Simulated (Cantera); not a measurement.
## Adiabatic ignition

An adiabatic, constant-volume homogeneous reactor starts with CO : H2 : O2 : N2 = 1 : 0.42 : 2.09 : 7.85 (molar parts), at 1348 K and 2.20 bar.

Cantera simulation using GRI-Mech 3.0 (53 species, 325 reactions); the numbers are that mechanism's predictions, not measurements. The hydrogen kinetics of GRI-Mech 3.0 are dated; newer H2 mechanisms differ, most at raised pressure.

```tsv
t (s)	T (K)	P (bar)	x CO	x H2	x O2	x H	x N2O
2.00e-6	1348	2.20	0.0880	0.0370	0.184	4.95e-8	<1e-12
6.65e-6	1348	2.20	0.0880	0.0370	0.184	1.87e-6	6.38e-12
2.21e-5	1530	2.47	0.0769	0.00447	0.157	0.00704	1.74e-7
7.37e-5	2260	3.51	0.0142	0.000907	0.129	0.00139	1.88e-6
0.000245	2431	3.74	0.00395	0.000259	0.129	0.000179	1.55e-6
0.000816	2437	3.74	0.00343	0.000232	0.128	0.000151	1.45e-6
0.00271	2433	3.74	0.00337	0.000229	0.127	0.000147	1.44e-6
0.00903	2423	3.72	0.00322	0.000220	0.125	0.000137	1.44e-6
0.0301	2410	3.70	0.00304	0.000209	0.122	0.000127	1.45e-6
0.100	2408	3.70	0.00301	0.000207	0.122	0.000124	1.46e-6
```
x: mole fraction; the columns are a selection and need not sum to one.

The time of steepest temperature rise comes out as 21.0 µs. The temperature at 0.100 s is 2408 K and the equilibrium temperature is 2408 K. The x(CO) at 0.100 s comes out as 0.00301 (gas-phase equilibrium 0.00301), the x(H2) at 0.100 s comes out as 0.000207 (gas-phase equilibrium 0.000207) and the x(O2) at 0.100 s is 0.122 (gas-phase equilibrium 0.122).
